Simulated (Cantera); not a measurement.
A closed system holds: 1 mol CH₃Cl, at 2850 K and 0.00960 bar.

Method: chemical equilibrium by Gibbs-energy minimisation in Cantera with the NASA 1993 tables (ideal gas, pure condensed phases). Candidate condensed phases: C, C₆H₆, C₇H₈, C₈H₁₈; 91 gas species. Kinetics and transport are ignored.

Base state: H 0.446, H₂ 0.202, Cl 0.201, HCl 0.132, C₂H₂ (acetylene) 0.00794, C₃ 0.00602, C₂H 0.00240, C 0.00117 (mole fractions); condensed: C(graphite).

Q: What changes in the equilibrium state with this change: CH₃Cl replaced by c-C₄F₈?

A: 
```
species            before   after
----------------  -------  ------
F                       0   0.835
CF₂                     0  0.0878
CF                      0  0.0695
H                   0.446       0
H₂                  0.202       0
Cl                  0.201       0
HCl                 0.132       0
C₂H₂ (acetylene)  0.00794       0
C₂H               0.00240       0
C(graphite), mol    0.873    2.68
```
The feed counts by its element totals alone.
